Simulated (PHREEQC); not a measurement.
A solution holds 0.2 mol/kgw KOH, 0.0002 mol/kgw KNO3 and 0.0026 mol/kgw CuSO4, at 25 °C. Closed to the air; pH follows from the charge balance.

The numbers come from PHREEQC with the ion-association model, wateq4f.dat.

Precipitation was switched off in this run.

**Question.** Predict the pH.

**Answer.** pH 13.13.

**Question.** In which forms is Cu present?

**Answer.** Cu(OH)4-2 77 %, Cu(OH)3- 12 %, Cu(OH)2 11 % of the Cu.

Saturation is exceeded, for instance for Cu(OH)2, Tenorite (slow to form); the values hold only as long as no solid forms. Species that the database lacks are ignored. The database's constant for dissolved Cu(OH)2 is higher than later reviews accept.
